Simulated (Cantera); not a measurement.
Feed: 1 mol Si, 1.9 mol HCl, 8.3 mol H2, at 0.100 bar.

Equilibrium computed with Cantera from the NASA thermochemical tables; the gas is ideal and each condensed phase is pure. Candidate condensed phases: Si; 19 gas species. The tables' values for SiCl3, SiCl are old estimates; treat these amounts as uncertain. Gases not in the tables: Si2H6 and higher silanes. Equilibrium is a limit: real reactors are often held back by kinetics, nucleation or transport.

x: gas mole fraction; n: condensed amount in mol.

```json
[
 {"T (K)": "823", "x H2": "0.945", "x HCl": "0.00259", "x SiCl2": "7.84e-6", "x SiCl4": "0.0361", "x SiHCl3": "0.0159", "x SiCl3": "5.62e-5", "x SiH2Cl2": "0.000587", "n Si(s)": "0.490", "n Si(l)": "0"},
 {"T (K)": "898", "x H2": "0.942", "x HCl": "0.00614", "x SiCl2": "5.41e-5", "x SiCl4": "0.0356", "x SiHCl3": "0.0152", "x SiCl3": "0.000199", "x SiH2Cl2": "0.000614", "n Si(s)": "0.499", "n Si(l)": "0"},
 {"T (K)": "973", "x H2": "0.938", "x HCl": "0.0126", "x SiCl2": "0.000271", "x SiCl4": "0.0341", "x SiHCl3": "0.0143", "x SiCl3": "0.000568", "x SiH2Cl2": "0.000625", "n Si(s)": "0.515", "n Si(l)": "0"},
 {"T (K)": "1048", "x H2": "0.930", "x HCl": "0.0229", "x SiCl2": "0.00105", "x SiCl4": "0.0314", "x SiHCl3": "0.0130", "x SiCl3": "0.00134", "x SiH2Cl2": "0.000616", "n Si(s)": "0.538", "n Si(l)": "0"},
 {"T (K)": "1123", "x H2": "0.918", "x HCl": "0.0374", "x SiCl2": "0.00322", "x SiCl4": "0.0268", "x SiHCl3": "0.0113", "x SiCl3": "0.00263", "x SiH2Cl2": "0.000580", "n Si(s)": "0.564", "n Si(l)": "0"},
 {"T (K)": "1198", "x H2": "0.903", "x HCl": "0.0553", "x SiCl2": "0.00797", "x SiCl4": "0.0201", "x SiHCl3": "0.00885", "x SiCl3": "0.00426", "x SiH2Cl2": "…", "n Si(s)": "0.587", "n Si(l)": "0"},
 {"T (K)": "1273", "x H2": "0.886", "x HCl": "0.0735", "x SiCl2": "0.0158", "x SiCl4": "0.0125", "x SiHCl3": "0.00602", "x SiCl3": "0.00548", "x SiH2Cl2": "…", "n Si(s)": "0.599", "n Si(l)": "0"},
 {"T (K)": "1348", "x H2": "0.872", "x HCl": "0.0877", "x SiCl2": "0.0247", "x SiCl4": "0.00605", "x SiHCl3": "0.00342", "x SiCl3": "0.00546", "x SiH2Cl2": "…", "n Si(s)": "0.597", "n Si(l)": "0"},
 {"T (K)": "1423", "x H2": "0.864", "x HCl": "0.0957", "x SiCl2": "0.0319", "x SiCl4": "0.00237", "x SiHCl3": "0.00166", "x SiCl3": "0.00437", "x SiH2Cl2": "…", "n Si(s)": "0.589", "n Si(l)": "0"},
 {"T (K)": "1498", "x H2": "0.860", "x HCl": "0.0988", "x SiCl2": "0.0364", "x SiCl4": "0.000842", "x SiHCl3": "0.000753", "x SiCl3": "0.00310", "x SiH2Cl2": "…", "n Si(s)": "0.581", "n Si(l)": "0"},
 {"T (K)": "1573", "x H2": "0.858", "x HCl": "0.0996", "x SiCl2": "0.0391", "x SiCl4": "0.000302", "x SiHCl3": "0.000345", "x SiCl3": "0.00212", "x SiH2Cl2": "…", "n Si(s)": "0.573", "n Si(l)": "0"},
 {"T (K)": "1648", "x H2": "0.858", "x HCl": "0.0993", "x SiCl2": "0.0408", "x SiCl4": "0.000114", "x SiHCl3": "0.000165", "x SiCl3": "0.00145", "x SiH2Cl2": "…", "n Si(s)": "0.565", "n Si(l)": "0"},
 {"T (K)": "1723", "x H2": "0.856", "x HCl": "0.101", "x SiCl2": "0.0410", "x SiCl4": "4.72e-5", "x SiHCl3": "8.26e-5", "x SiCl3": "0.00101", "x SiH2Cl2": "…", "n Si(s)": "0", "n Si(l)": "0.569"}
]
```

Question: Some entries are withheld; supply them.

Answer: 
- 1198, x SiH2Cl2: 0.000508
- 1273, x SiH2Cl2: 0.000402
- 1348, x SiH2Cl2: 0.000281
- 1423, x SiH2Cl2: 0.000177
- 1498, x SiH2Cl2: 0.000107
- 1573, x SiH2Cl2: 6.49e-5
- 1648, x SiH2Cl2: 4.05e-5
- 1723, x SiH2Cl2: 2.55e-5
